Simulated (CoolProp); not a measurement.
Properties of toluene along the isotherm 346.85 °C.

Values from CoolProp's reference Helmholtz-energy equation of state, Lemmon 2006. It is a short technical equation, of lower accuracy than the large ones.

| p (kPa) | phase | density (kg/m³) | cv (kJ/(kg K)) | isothermal compressibility (1/MPa) | viscosity (µPa s) | fugacity coefficient |
|---|---|---|---|---|---|---|
| 619 | gas | 11.63 | 2.102 | 1.700 | 14.2 | 0.9533 |
| 1240 | gas | 24.62 | 2.116 | 0.9013 | 14.4 | 0.9074 |
| 1860 | gas | 39.33 | 2.132 | 0.6460 | 14.6 | 0.8625 |
| 2480 | gas | 56.38 | 2.150 | 0.5297 | 14.9 | 0.8184 |
| 3090 | gas | 76.43 | 2.171 | 0.4752 | 15.4 | 0.7756 |
| 3710 | gas | 101.9 | 2.198 | 0.4599 | 16.1 | 0.7327 |
| 4330 | supercritical | 136.4 | 2.232 | 0.4881 | 17.4 | 0.6900 |
| 4950 | supercritical | 190.0 | 2.278 | 0.6042 | 20.2 | 0.6470 |
| 5570 | supercritical | 291.3 | 2.308 | 0.6590 | 28.8 | 0.6031 |
| 6190 | supercritical | 374.1 | 2.268 | 0.2237 | 39.8 | 0.5608 |

Viscosity comes from a separate model (Avgeri 2015).
